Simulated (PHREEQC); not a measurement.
Synthetic water in mg/L, 25 °C, pH 3.28, pe 11.7:

| constituent | mg/L |
|---|---|
| Na | 43.5 |
| K | 43.4 |
| Ca | 64.9 |
| Mg | 9.07 |
| Cl | 40 |
| S(6) as SO4 | 335 |
| Si as SiO2 | 2.3 |
| Zn | 8.09 |
| Sr | 0.592 |
| Cd | 3.38 |
| B | 0.0351 |

Valence states are taken as typed.

All values are PHREEQC results (ion-association model, wateq4f.dat), not measurements.

Each row changes one thing in this solution. This is a speciation only: nothing precipitates in the calculation.

```csv
case,ionic strength (mol/kgw),SO4-2 (mol/kgw),Ca+2 (mol/kgw),CaSO4 (mol/kgw),Mg+2 (mol/kgw),HSO4- (mol/kgw),SI of Quartz (SiO2),SI of Gypsum (CaSO4:2H2O)
as made,0.0117,0.00291,0.00130,0.000319,0.000289,0.000107,-0.44,-1.21
all concentrations times 4 at the same typed pH,0.0408,0.0103,0.00434,___,0.000937,___,___,-0.38
Sr from 0.592 to 1.18 mg/L,0.0117,0.00291,0.00130,0.000319,0.000289,0.000107,-0.44,-1.21
```

Complete the blanks.


- all concentrations times 4 at the same typed pH, CaSO4 (mol/kgw): 0.00216
- all concentrations times 4 at the same typed pH, HSO4- (mol/kgw): 0.000309
- all concentrations times 4 at the same typed pH, SI of Quartz (SiO2): +0.17

Complexes and solids missing from the database can't appear. Some of these states are supersaturated (in Quartz (slow to form), for instance).
